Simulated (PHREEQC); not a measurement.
HCl is added in steps, without added water, to 1 kg of water holding 0.00095 mol Pb(NO3)2, 0.0039 mol NiCl2, 4.2e-05 mol H2SO4 and 0.00013 mol NaCl, at 60 °C. O2 is buffered at 0.21 atm. No CO2 enters from the air. The run lets Litharge, Anglesite, Cotunnite, Laurionite, Larnakite, Ni(OH)2, Ni4(OH)6SO4, Halite, Mirabilite, Morenosite precipitate or redissolve, and no other solid.

Base run: PHREEQC, ion-association model, wateq4f.dat. Each further column changes one thing. The table gives HSO4- (mol/kgw).

```tsv
HCl added (mol)	base	all activity coefficients set to 1	metal-ligand complexes left out	Debye-Hückel limiting law	Davies equation for every ion
0	3.31e-7	3.49e-7	4.86e-7	3.11e-7	3.22e-7
0.004625	1.29e-5	1.37e-5	1.61e-5	1.21e-5	1.26e-5
0.01156	2.18e-5	2.32e-5	2.48e-5	2.05e-5	2.14e-5
0.01619	2.51e-5	2.68e-5	2.77e-5	2.36e-5	2.47e-5
0.02081	2.75e-5	2.93e-5	?	2.57e-5	2.70e-5
0.02544	2.92e-5	3.11e-5	?	2.73e-5	2.87e-5
0.03238	3.11e-5	3.30e-5	3.26e-5	2.90e-5	3.06e-5
0.037	3.20e-5	3.40e-5	?	2.98e-5	3.15e-5
```

**Question.** What belongs in the gaps?

**Answer.** 
- 0.02081, metal-ligand complexes left out: 2.96e-5
- 0.02544, metal-ligand complexes left out: 3.10e-5
- 0.037, metal-ligand complexes left out: 3.33e-5

Away from 25 °C the constants follow the database's enthalpies or fits; those with neither stay at their 25 °C values.
